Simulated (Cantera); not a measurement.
Input (Python, Cantera) and output of one run.

```python
import numpy as np
import cantera as ct

gas_names = [...]  # 109 gases of nasa_gas.yaml made of C, Cl, H, Si
cond_names = """
    C(gr) C6H6(L) C7H8(L) C8H18(L),n-octa Si(cr) Si(L) SiC(b)
""".split()


# ... load() reads the species with a 1 bar reference pressure and builds the phases ...
atoms = {
    '(CH3)2SiCl2': {'C': 2, 'H': 6, 'Si': 1, 'CL': 2},
    'C2H4': {'C': 2, 'H': 4},
    'H2': {'H': 2},
}
top_T = {'C(gr)': 4500, 'SiC(b)': 3050}  # K; cautious upper limits of use, not melting points


# ... equilibrate(T, P, feed) seeds the gas with the atoms and calls Mixture.equilibrate('TP', solver="vcs", rtol=1e-11, max_steps=5000) ...
results = []
feed = {'(CH3)2SiCl2': 1, 'C2H4': 0.006, 'H2': 840}  # mol
P = 13332.2  # Pa
for T in [1048, 1148, 1248, 1348, 1448, 1548, 1648, 1748, 1848, 1948, 2048, 2148]:
    mix = equilibrate(T, P, feed)
    results.append((T, P, feed, dict(zip(mix.species_names, mix.species_moles))))

top = {s: max(r[3][s] / sum(r[3][g] for g in gas_names) for r in results) for s in gas_names}
cols = sorted((s for s in top if top[s] > 0.0001), key=lambda s: -top[s])[:5]
seen = [c for c in cond_names if any(r[3].get(c, 0) > 1e-12 for r in results)]
print("log10 of partial pressures in bar; condensed amounts in mol")
print(f"{'T/K':>10s}" + "".join(f"{s[:9]:>10s}" for s in cols + seen))
for T, P, feed, n in results:
    ng = sum(n[g] for g in gas_names)
    print(f"{T:10.4g}" + "".join(f"{np.log10(max(n[s] / ng * P / 1e5, 1e-99)):10.3f}" for s in cols)
          + "".join(f"{n.get(c, 0):10.4g}" for c in seen))
```

Result:

```
log10 of partial pressures in bar; condensed amounts in mol
       T/K        H2         H       HCL       CH4 C2H2,acet     C(gr)    SiC(b)
      1048    -0.877    -8.550    -3.500    -3.796   -10.899         0    0.9999
      1148    -0.877    -7.583    -3.500    -3.796    -9.145         0         1
      1248    -0.877    -6.769    -3.500    -3.796    -7.670         0         1
      1348    -0.876    -6.074    -3.500    -3.987    -6.796    0.3577    0.9999
      1448    -0.876    -5.474    -3.500    -4.229    -6.199    0.6302    0.9999
      1548    -0.876    -4.950    -3.500    -4.440    -5.681    0.7552    0.9998
      1648    -0.876    -4.489    -3.501    -4.626    -5.226    0.7857    0.9997
      1748    -0.877    -4.079    -3.501    -4.789    -4.824    0.7178    0.9991
      1848    -0.877    -3.714    -3.501    -4.935    -4.466    0.5052    0.9968
      1948    -0.878    -3.386    -3.502    -5.066    -4.146   0.05905    0.9873
      2048    -0.879    -3.089    -3.504    -5.299    -4.088         0    0.9345
      2148    -0.882    -2.821    -3.508    -5.496    -4.004         0    0.7007
```

Equilibrium computed with Cantera from the NASA thermochemical tables; the gas is ideal and each condensed phase is pure. The feed counts by its element totals alone. Gases not in the tables: Si2H6 and higher silanes.
